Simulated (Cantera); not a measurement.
Source: NASA polynomial tables (part measured, part estimated), evaluated in Cantera. Values are per mole of reaction as written; species without (g) are pure solids or liquids, kept so even where they would boil at 1 bar.

Li + Cl(g) ⇌ LiCl(g)

```tsv
T (K)	ΔH° (kJ)	ΔS° (J/K)	ΔG° (kJ)	log10 K
1448	?	?	?	?
1498	-337.2	-11.7	-319.6	11.14
1548	-337.8	-12.2	-319.0	10.76
1598	-338.5	-12.6	-318.4	10.41
1648	-339.1	-13.0	-317.8	10.07
1698	?	?	?	?
```

Question: Fill in the missing entries.

Answer: 
- 1448, ΔH° (kJ): -336.5
- 1448, ΔS° (J/K): -11.3
- 1448, ΔG° (kJ): -320.2
- 1448, log10 K: 11.55
- 1698, ΔH° (kJ): -339.8
- 1698, ΔS° (J/K): -13.4
- 1698, ΔG° (kJ): -317.1
- 1698, log10 K: 9.75
